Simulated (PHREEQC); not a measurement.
A column of 1 m (40 cells, dispersivity 0.05 m, 720 s a shift, diffusion coefficient 3e-10 m²/s) holds 0.023 eq of the database's cation exchanger X per kg of pore water, first in equilibrium with 8.4 mmol/kgw MnCl2 and 0.01 mmol/kgw HCl. It is flushed with 0.00072 mol LiCl, 0.0075 mol NH4Cl and 1e-05 mol HCl per kg of water, at 40 °C. Values are for the last cell. CO2 from the air is kept out. Precipitation was switched off in this run.

Computed with PHREEQC (ion-association model, phreeqc.dat).

| pore volumes | NH4 in solution (mol/kgw) | Li in solution (mol/kgw) | Mn in solution (mol/kgw) | Cl in solution (mol/kgw) |
|---|---|---|---|---|
| 0 | 0 | 0 | 0.00840 | 0.0168 |
| 0.5125 | 1.73e-6 | 5.36e-6 | 0.00831 | 0.0166 |
| 1.012 | 0.000455 | 0.000262 | 0.00557 | 0.0119 |
| 1.512 | 0.00181 | 0.000533 | 0.00323 | 0.00881 |
| 2.013 | 0.00321 | 0.000634 | 0.00222 | 0.00829 |
| 2.513 | 0.00426 | 0.000665 | 0.00165 | 0.00824 |
| 3.013 | 0.00497 | 0.000678 | 0.00129 | 0.00823 |
| 3.513 | 0.00545 | 0.000685 | 0.00104 | 0.00823 |
| 4.013 | 0.00579 | 0.000690 | 0.000871 | 0.00823 |
| 4.513 | 0.00604 | 0.000694 | 0.000744 | 0.00823 |
| 5.013 | 0.00623 | 0.000697 | 0.000648 | 0.00823 |
| 5.513 | 0.00638 | 0.000699 | 0.000572 | 0.00823 |
| 6.013 | 0.00650 | 0.000701 | 0.000511 | 0.00823 |
| 6.513 | 0.00660 | 0.000703 | 0.000461 | 0.00823 |
| 7.013 | 0.00668 | 0.000704 | 0.000419 | 0.00823 |
| 7.513 | 0.00675 | 0.000706 | 0.000384 | 0.00823 |
| 8.012 | 0.00681 | 0.000707 | 0.000353 | 0.00823 |

At this temperature some constants are extrapolated from 25 °C, and those without enthalpy data are left unchanged.
